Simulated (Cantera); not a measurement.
Feed: 1 mol SiO2, 2.9 mol C, 0.27 mol CO, equilibrated at 850 K and 0.540 bar.

Method: chemical equilibrium by Gibbs-energy minimisation in Cantera with the NASA 1993 tables (ideal gas, pure condensed phases). Candidate condensed phases: C, Si, SiC, SiO2; 20 gas species. The numbers say what is thermodynamically allowed, not how fast it happens.

Base state: CO2 0.747, CO 0.253 (mole fractions); condensed: C(graphite) + SiO2(β-quartz).

Task: What changes in the equilibrium state with this change: temperature from 850 K to 2298 K?

Result: 
```json
[
 {"species": "CO", "before": "0.253", "after": "0.978"},
 {"species": "SiO", "before": "<1e-9", "after": "0.0219"},
 {"species": "Si", "before": "<1e-9", "after": "0.000278"},
 {"species": "CO2", "before": "0.747", "after": "4.46e-6"},
 {"species": "SiC2", "before": "<1e-9", "after": "2.89e-5"},
 {"species": "Si2C", "before": "<1e-9", "after": "2.25e-5"},
 {"species": "C(graphite), mol", "before": "3.02", "after": "0"},
 {"species": "SiO2(β-quartz), mol", "before": "1.00", "after": "0"},
 {"species": "SiC(s), mol", "before": "0", "after": "0.950"}
]
```

Task: What changes in the equilibrium state with this change: temperature from 850 K to 1223 K?

Result: 
| species | before | after |
|---|---|---|
| CO | 0.253 | 0.993 |
| CO2 | 0.747 | 0.00732 |
| C(graphite), mol | 3.02 | 2.90 |
| SiO2(β-quartz), mol | 1.00 | 1.00 |
The tables hold silica as quartz up to 1696 K and as liquid above; real silica turns to tridymite and cristobalite and melts near 1996 K.

Task: What changes in the equilibrium state with this change: temperature from 850 K to 1650 K?

Result: 
```json
[
 {"species": "CO", "before": "0.253", "after": "0.999"},
 {"species": "SiO", "before": "<1e-9", "after": "0.000466"},
 {"species": "CO2", "before": "0.747", "after": "0.000108"},
 {"species": "C(graphite), mol", "before": "3.02", "after": "2.90"},
 {"species": "SiO2(β-quartz), mol", "before": "1.00", "after": "1.000"}
]
```
The tables hold silica as quartz up to 1696 K and as liquid above; real silica turns to tridymite and cristobalite and melts near 1996 K.
